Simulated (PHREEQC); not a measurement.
Polishing slurry liquid: an equilibrium model

Make-up at 20 °C: 0.28 mol/kgw H2SO4, 0.013 mol/kgw KNO3 and 0.02 mol/kgw CO2. Closed to the air; pH follows from the charge balance.

Model: ion-association model, phreeqc.dat, run in PHREEQC.

```
Property                     Result
--------------------  -------------
pH                             0.61
ionic strength        0.364 mol/kgw
activity of water             0.989
specific conductance    84900 µS/cm
density                 1.016 g/cm³
total alkalinity        -560 meq/kg
```

```json
[
 {"species": "H+", "molality": "0.316", "activity": "0.245", "log γ": "-0.110"},
 {"species": "HSO4-", "molality": "0.244", "activity": "0.179", "log γ": "-0.135"},
 {"species": "SO4-2", "molality": "0.0354", "activity": "0.00834", "log γ": "-0.628"},
 {"species": "CO2", "molality": "0.0200", "activity": "0.0217", "log γ": "0.036"},
 {"species": "NO3-", "molality": "0.0130", "activity": "0.00836", "log γ": "-0.192"},
 {"species": "K+", "molality": "0.0124", "activity": "0.00827", "log γ": "-0.175"},
 {"species": "KSO4-", "molality": "0.000623", "activity": "0.000443", "log γ": "-0.148"},
 {"species": "(CO2)2", "molality": "6.73e-6", "activity": "7.32e-6", "log γ": "0.036"},
 {"species": "HCO3-", "molality": "5.11e-8", "activity": "3.63e-8", "log γ": "-0.148"}
]
```

Precipitation was switched off in this run.
